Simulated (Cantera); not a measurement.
Feed: 1 mol SiH2Cl2, 0.4 mol NH3, 37 mol N2, equilibrated at 25.0 Pa.

Method: chemical equilibrium by Gibbs-energy minimisation in Cantera with the NASA 1993 tables (ideal gas, pure condensed phases). Candidate condensed phases: NH4Cl, Si, Si3N4; 28 gas species. The tables' values for SiCl, SiCl3, SiN are old estimates; treat these amounts as uncertain. The numbers say what is thermodynamically allowed, not how fast it happens.

log p: log10 of the partial pressure in bar; n: condensed amount in mol.

```tsv
T (°C)	log p N2	log p HCl	log p H2	log p SiCl2	log p Si	n Si3N4(s)	n Si(s)	n Si(l)
1027	-3.63	-4.98	-5.31	-6.00	-12.14	[?]	0	0
1077	-3.63	-5.04	-5.25	-5.78	-11.11	[?]	0	0
1127	-3.63	-5.11	-5.20	-5.62	-10.16	[?]	0	0
1177	-3.63	-5.20	-5.16	-5.51	-9.27	[?]	0	0
1227	-3.63	-5.30	-5.12	-5.43	-8.44	[?]	0	0
1277	-3.63	-5.40	-5.09	-5.37	-7.66	[?]	0	0
1327	-3.63	-5.48	-5.08	-5.34	-7.01	0	0.249	0
1377	-3.63	-5.49	-5.08	-5.34	-6.57	0	0.216	0
1427	-3.63	-5.49	-5.09	-5.35	-6.17	0	0	0.143
1477	-3.64	-5.49	-5.10	-5.36	-5.82	0	0	0.00810
1527	-3.64	-5.41	-5.13	-5.41	-5.71	0	0	0
1577	-3.64	-5.34	-5.16	-5.47	-5.61	0	0	0
1627	-3.64	-5.28	-5.20	-5.55	-5.52	0	0	0
```

### Question
Some entries are withheld; supply them.

### Answer

- 1027, n Si3N4(s): 0.278
- 1077, n Si3N4(s): 0.244
- 1127, n Si3N4(s): 0.205
- 1177, n Si3N4(s): 0.168
- 1227, n Si3N4(s): 0.134
- 1277, n Si3N4(s): 0.105
